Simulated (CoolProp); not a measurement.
Saturation properties of decamethyltetrasiloxane (MD2M) (Tc = 599.4 K, pc = 11.44 bar, ω = 0.635).

Computed with CoolProp (reference Helmholtz-energy equation of state, Thol 2017).

| T (K) | p (bar) | liquid density (kg/m³) | vapour density (kg/m³) | enthalpy of vaporisation (kJ/kg) |
|---|---|---|---|---|
| 305.9 | 0.0009543 | 840.9 | 0.01166 | 187.0 |
| 308.6 | 0.001165 | 838.2 | 0.01411 | 186.0 |
| 311.4 | 0.001426 | 835.4 | 0.01711 | 185.0 |
| 314.1 | 0.001725 | 832.7 | 0.02053 | 184.0 |
| 316.9 | 0.002092 | 830.0 | 0.02468 | 182.9 |
| 319.6 | 0.002509 | 827.3 | 0.02935 | 181.9 |
| 322.4 | 0.003017 | 824.5 | 0.03499 | 180.9 |
| 325.1 | 0.003589 | 821.8 | 0.04129 | 179.9 |
| 327.9 | 0.004281 | 819.0 | 0.04884 | 178.9 |
| 330.7 | 0.005087 | 816.2 | 0.05754 | 177.9 |
| 333.4 | 0.005985 | 813.5 | 0.06716 | 176.9 |
| 336.2 | 0.007058 | 810.7 | 0.07855 | 175.9 |
| 338.9 | 0.008246 | 808.0 | 0.09107 | 175.0 |

It boils at 467.6 K under 1 atm.
